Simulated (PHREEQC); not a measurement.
HF is added in steps, without added water, to 1 kg of water holding 17 mmol/kgw SrCl2, 0.31 mmol/kgw NaHCO3 and 0.0034 mmol/kgw H4SiO4, at 20 °C. O2 is buffered at 0.21 atm. No CO2 enters from the air. Only these solids could form: SrF2, Strontianite, Quartz, Halite, Nahcolite, Natron.

Base run: PHREEQC, ion-association model, wateq4f.dat. Each further column changes one thing. The table gives pH.

```tsv
HF added (mol)	base	metal-ligand complexes left out	Debye-Hückel limiting law	all activity coefficients set to 1	Davies equation for every ion
0	6.97	6.95	7.10	6.72	6.99
4.75e-06	6.97	6.94	7.09	6.71	6.98
9.5e-06	6.96	6.94	7.09	6.71	6.98
1.663e-05	6.96	6.93	7.08	6.70	6.97
2.138e-05	6.95	6.93	7.07	6.70	6.97
2.613e-05	6.95	6.92	7.07	6.69	6.96
3.087e-05	6.94	6.92	7.06	6.69	6.96
3.562e-05	6.94	6.91	7.06	6.68	6.95
4.037e-05	6.93	6.91	7.05	6.68	6.95
4.75e-05	6.93	6.90	6.97	6.67	6.94
5.225e-05	6.92	6.90	6.93	6.67	6.94
5.7e-05	6.90	6.89	6.88	6.67	6.89
```

SiF6-2 is the database's only silicon fluoride.
